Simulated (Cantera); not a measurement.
Charge: 1 mol SiH2Cl2, 44 mol N2, at 2098.15 K and 0.190 bar.

Equilibrium computed with Cantera from the NASA thermochemical tables; the gas is ideal and each condensed phase is pure. Candidate condensed phases: NH4Cl, Si, Si3N4; 28 gas species. The tables' values for SiCl, SiCl3, SiN are old estimates; treat these amounts as uncertain. Kinetics and transport are ignored.

Task: What is the equilibrium state?

Result: 
```json
{
  "x(N2)": "0.955",
  "x(H2)": "0.0159",
  "x(SiCl2)": "0.0157",
  "x(HCl)": "0.0108",
  "x(H)": "0.000890",
  "x(Si)": "0.000688",
  "x(SiCl)": "0.000486",
  "x(Cl)": "0.000445",
  "x(SiCl3)": "9.69e-5",
  "n(Si(l))": "0.206 mol",
  "gas_amount": "46.08 mol"
}
```
